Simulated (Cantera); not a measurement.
What does this Cantera script print?

```python
import numpy as np
import cantera as ct

gas = ct.Solution("h2o2.yaml")
gas.TPX = 675, 460000, {'H2': 1, 'O2': 1.16, 'N2': 4.37}
inlet = ct.Reservoir(gas, clone=True)
gas.equilibrate("HP")  # start burning
reactor = ct.IdealGasConstPressureReactor(gas, energy="on", clone=False)
exhaust = ct.Reservoir(gas, clone=True)
tau = [0.21, 0.097, 0.045, 0.02, 0.0094, 0.0043, 0.002, 0.00091, 0.00042, 0.00019, 8.7e-05, 4e-05, 1.8e-05][0]
for a, b in ((inlet, reactor), (reactor, exhaust)):
    ct.MassFlowController(a, b, mdot=lambda t: reactor.mass / tau)
net = ct.ReactorNet([reactor])
show = ['H2', 'O2', 'OH', 'H2O2', 'HO2', 'H2O', 'O']

rows = []
print(f"{'tau/s':>10s}{'T/K':>9s}" + "".join(f"{s:>11s}" for s in show))
for tau in [0.21, 0.097, 0.045, 0.02, 0.0094, 0.0043, 0.002, 0.00091, 0.00042, 0.00019, 8.7e-05, 4e-05, 1.8e-05]:
    net.initial_time = 0.0
    net.advance(30 * tau)
    before = gas.X
    net.advance(40 * tau)
    drift = np.max(np.abs(gas.X - before) / (gas.X + 1e-9))
    rows.append([gas.T, *gas[show].X, drift])
    print(f"{tau:10.3e}{gas.T:9.1f}" + "".join(f"{x:11.3e}" for x in gas[show].X))
```

Output:

```
     tau/s      T/K         H2         O2         OH       H2O2        HO2        H2O          O
 2.100e-01   1815.5  2.604e-05  1.093e-01  6.337e-04  1.266e-07  1.632e-06  1.655e-01  2.761e-05
 9.700e-02   1815.1  3.737e-05  1.093e-01  6.971e-04  1.421e-07  1.841e-06  1.654e-01  3.370e-05
 4.500e-02   1814.4  5.786e-05  1.092e-01  8.040e-04  1.702e-07  2.259e-06  1.653e-01  4.536e-05
 2.000e-02   1813.2  9.601e-05  1.092e-01  9.788e-04  2.204e-07  3.115e-06  1.652e-01  6.831e-05
 9.400e-03   1811.5  1.565e-04  1.091e-01  1.210e-03  2.923e-07  4.558e-06  1.650e-01  1.062e-04
 4.300e-03   1808.9  2.611e-04  1.090e-01  1.529e-03  3.992e-07  7.123e-06  1.647e-01  1.736e-04
 2.000e-03   1805.1  4.317e-04  1.089e-01  1.936e-03  5.437e-07  1.130e-05  1.643e-01  2.855e-04
 9.100e-04   1799.1  7.236e-04  1.088e-01  2.466e-03  7.439e-07  1.828e-05  1.636e-01  4.794e-04
 4.200e-04   1790.1  1.199e-03  1.087e-01  3.108e-03  1.006e-06  2.909e-05  1.627e-01  7.950e-04
 1.900e-04   1775.7  2.008e-03  1.086e-01  3.893e-03  1.366e-06  4.603e-05  1.612e-01  1.319e-03
 8.700e-05   1753.4  3.328e-03  1.085e-01  4.758e-03  1.857e-06  7.037e-05  1.589e-01  2.120e-03
 4.000e-05   1718.7  5.521e-03  1.088e-01  5.616e-03  2.586e-06  1.037e-04  1.554e-01  3.259e-03
 1.800e-05   1663.1  9.493e-03  1.098e-01  6.289e-03  3.876e-06  1.485e-04  1.495e-01  4.691e-03
```

Computed with Cantera and the H2/O2 subset of GRI-Mech 3.0, which has no nitrogen chemistry. The hydrogen kinetics of GRI-Mech 3.0 are dated; newer H2 mechanisms differ, most at raised pressure.
